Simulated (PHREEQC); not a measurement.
Model water analysis in mg/kgw, 25 °C, pH 2.57, pe 11.9: Na 254; K 34; Ca 484; Mg 3.25; Cl 107; S(6) as SO4 1800; Zn 8.51.

Valence states are taken as typed.

All values are PHREEQC results (ion-association model, phreeqc.dat), not measurements.

Each row changes one thing in this solution. Precipitation was switched off in this run.

```tsv
case	ionic strength (mol/kgw)	K+ (mol/kgw)	KSO4- (mol/kgw)	SI of Gypsum (CaSO4:2H2O)	SI of Halite (NaCl)
as made	0.0517	0.000837	3.30e-5	-0.08	-6.23
K from 34 to 102 mg/kgw	0.0526	0.00251	9.84e-5	-0.08	-6.24
K from 34 to 68 mg/kgw	0.0521	0.00167	6.58e-5	-0.08	-6.23
```
